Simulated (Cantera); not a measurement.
Feed: 1 mol Si3N4, 9.9 mol H2O, at 1.00 bar.

Method: chemical equilibrium by Gibbs-energy minimisation in Cantera with the NASA 1993 tables (ideal gas, pure condensed phases). Candidate condensed phases: H2O, Si, SiO2, Si2N2O, Si3N4; 35 gas species. The tables hold silica as quartz up to 1696 K and as liquid above; real silica turns to tridymite and cristobalite and melts near 1996 K. Gases not in the tables: Si(OH)4. Rates play no part.

**Question.** Which condensed phases are stable at each of these points (T (°C)): 475, 575, 675, 775, 875, 975, 1075, 1175, 1275, 1375, 1475, 1575, 1675?

**Answer.** 
```
T (°C)  condensed phases  Si condensed (%)
------  ----------------  ----------------
475       SiO2(α-quartz)             100.0
575       SiO2(β-quartz)             100.0
675       SiO2(β-quartz)             100.0
775       SiO2(β-quartz)             100.0
875       SiO2(β-quartz)             100.0
975       SiO2(β-quartz)             100.0
1075      SiO2(β-quartz)             100.0
1175      SiO2(β-quartz)             100.0
1275      SiO2(β-quartz)             100.0
1375      SiO2(β-quartz)             100.0
1475     SiO2(condensed)             100.0
1575     SiO2(condensed)             100.0
1675     SiO2(condensed)             100.0
```

At 475 °C the condensed part is SiO2(α-quartz). From 575 °C to 1375 °C the condensed part is SiO2(β-quartz). From 1475 °C to 1675 °C the condensed part is SiO2(condensed).
